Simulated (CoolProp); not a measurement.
R1132(E) along the isotherm -28.15 °C: fugacity coefficient from the reference equation and from simpler models built on Tc = 75.7 °C, pc = 5.174 MPa, ω = 0.245; each cubic takes its own stable root.

Model: reference Helmholtz-energy equation of state, Akasaka 2024, in CoolProp.

```csv
p (MPa),phase,reference
0.542,liquid,0.5268
1.08,liquid,0.2686
1.62,liquid,0.1819
2.17,liquid,0.1379
2.71,liquid,0.1122
3.25,liquid,0.09502
```

Question: How far does each simpler model (van der Waals, Peng-Robinson) lie from the reference over these 6 states: mean and median of the absolute difference, and the worst?

Answer: 
- van der Waals: mean 196.4 %, median 218.7 %, worst +227.0 % at -28.15 °C and 3.25 MPa
- Peng-Robinson: mean 0.2 %, median 0.2 %, worst +0.3 % at -28.15 °C and 0.542 MPa

At some of these states van der Waals gives the other phase, because its saturation line lies elsewhere.
